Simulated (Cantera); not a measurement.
Charge: 1 mol SiH4, 0.035 mol C3H8, 1 mol H2, at 2673 K and 750 Torr.

These are equilibrium values from Cantera (NASA tables, ideal gas, pure condensed phases), not measurements of a reactor. Mutual solubility and eutectic melting of coexisting phases are not modelled. Gases not in the tables: Si2H6 and higher silanes. Equilibrium is a limit: real reactors are often held back by kinetics, nucleation or transport.

```json
[
 {"species": "H2", "before": "0.923", "after": "0.926"},
 {"species": "H", "before": "0.0492", "after": "0.0493"},
 {"species": "Si", "before": "0.0159", "after": "0.0159"},
 {"species": "C2H2 (acetylene)", "before": "0.00242", "after": "0.000852"},
 {"species": "Si2C", "before": "0.00344", "after": "0.00204"},
 {"species": "SiC2", "before": "0.000804", "after": "0.000282"},
 {"species": "C2H", "before": "1.30e-5", "after": "4.59e-6"},
 {"species": "CH3", "before": "3.18e-5", "after": "1.89e-5"},
 {"species": "CH4", "before": "3.45e-5", "after": "2.06e-5"},
 {"species": "SiH2", "before": "0.00169", "after": "0.00169"},
 {"species": "SiH", "before": "0.00316", "after": "0.00316"},
 {"species": "Si(l), mol", "before": "0.830", "after": "0.916"},
 {"species": "SiC(s), mol", "before": "0.0720", "after": "0"}
]
```
Gas species are given as mole fractions.

Task: What was changed between the two runs?
(A) pressure from 750 Torr to 9.75 Torr
(B) C3H8 from 0.035 to 0.0046 mol
(C) temperature from 2673 K to 1025 K
(D) C3H8 from 0.035 to 0.8 mol

Result: B, C3H8 from 0.035 to 0.0046 mol
